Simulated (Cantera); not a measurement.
Cantera run, input and output.

```python
import numpy as np
import cantera as ct

gas = ct.Solution("gri30.yaml")
gas.TPX = 1448, 77000, {'CO': 1, 'H2': 1.2, 'CH4': 0.07, 'O2': 1.38, 'N2': 5.18}
reactor = ct.IdealGasConstPressureReactor(gas, energy="on", clone=False)
net = ct.ReactorNet([reactor])
net.rtol, net.atol = 1e-08, 1e-16
show = ['CO', 'H2', 'CH4', 'HCN', 'C2H', 'CH2', 'NO2']
times = np.geomspace(1e-06, 5, 13)

steps = ct.SolutionArray(gas, extra=["t"])
rows = []
print(f"{'t/s':>10s}{'T/K':>9s}{'P/Pa':>11s}" + "".join(f"{s:>11s}" for s in show))
for t in times:
    while net.time < t:
        t_next = net.step()
        steps.append(gas.state, t=t_next)
    rows.append([np.interp(t, steps.t, y) for y in (steps.T, steps.P, *steps(*show).X.T)])
    print(f"{t:10.3e}{rows[-1][0]:9.1f}{rows[-1][1]:11.4g}" + "".join(f"{x:11.3e}" for x in rows[-1][2:]))
rate = np.gradient(steps.T, steps.t)
print("integrator steps:", len(steps.t))
if steps.T.max() > steps.T[0] + 200:
    print(f"time of steepest temperature rise: {steps.t[rate.argmax()]:.4e} s")
gas.TPX = 1448, 77000, {'CO': 1, 'H2': 1.2, 'CH4': 0.07, 'O2': 1.38, 'N2': 5.18}
gas.equilibrate("HP")
print(f"equilibrium (HP): T = {gas.T:.1f} K  " + "  ".join(f"{s} {gas[s].X[0]:.3e}" for s in show))
```

It prints:

```
       t/s      T/K       P/Pa         CO         H2        CH4        HCN        C2H        CH2        NO2
 1.000e-06   1448.0    7.7e+04  1.133e-01  1.359e-01  7.928e-03  1.450e-22  7.140e-29  5.512e-16  5.105e-24
 3.616e-06   1448.0    7.7e+04  1.133e-01  1.359e-01  7.927e-03  1.135e-20  3.039e-26  9.530e-14  1.376e-21
 1.308e-05   1448.1    7.7e+04  1.132e-01  1.357e-01  7.904e-03  1.104e-14  1.028e-19  2.805e-09  2.841e-17
 4.729e-05   1936.2    7.7e+04  7.259e-02  2.335e-02  3.133e-15  6.528e-12  5.809e-22  2.397e-15  2.179e-09
 1.710e-04   2426.0    7.7e+04  6.324e-02  1.906e-02  2.157e-16  2.062e-11  7.315e-21  2.751e-15  2.556e-08
 6.184e-04   2716.3    7.7e+04  5.265e-02  1.334e-02  4.972e-16  2.036e-10  6.264e-20  7.835e-15  4.701e-07
 2.236e-03   2726.5    7.7e+04  5.191e-02  1.308e-02  5.723e-16  4.919e-10  6.886e-20  8.267e-15  1.925e-06
 8.086e-03   2721.4    7.7e+04  5.199e-02  1.317e-02  5.948e-16  7.160e-10  6.768e-20  8.128e-15  3.126e-06
 2.924e-02   2721.2    7.7e+04  5.199e-02  1.317e-02  5.959e-16  7.271e-10  6.762e-20  8.120e-15  3.185e-06
 1.057e-01   2721.2    7.7e+04  5.199e-02  1.317e-02  5.959e-16  7.271e-10  6.762e-20  8.120e-15  3.185e-06
 3.824e-01   2721.2    7.7e+04  5.199e-02  1.317e-02  5.959e-16  7.271e-10  6.762e-20  8.120e-15  3.185e-06
 1.383e+00   2721.2    7.7e+04  5.199e-02  1.317e-02  5.959e-16  7.271e-10  6.762e-20  8.120e-15  3.185e-06
 5.000e+00   2721.2    7.7e+04  5.199e-02  1.317e-02  5.959e-16  7.271e-10  6.762e-20  8.120e-15  3.185e-06
integrator steps: 1550
time of steepest temperature rise: 2.5506e-05 s
equilibrium (HP): T = 2721.2 K  CO 5.199e-02  H2 1.317e-02  CH4 8.112e-16  HCN 7.271e-10  C2H 7.155e-20  CH2 8.968e-15  NO2 3.185e-06
```

Model: GRI-Mech 3.0 (53 species, 325 reactions), integrated in Cantera.
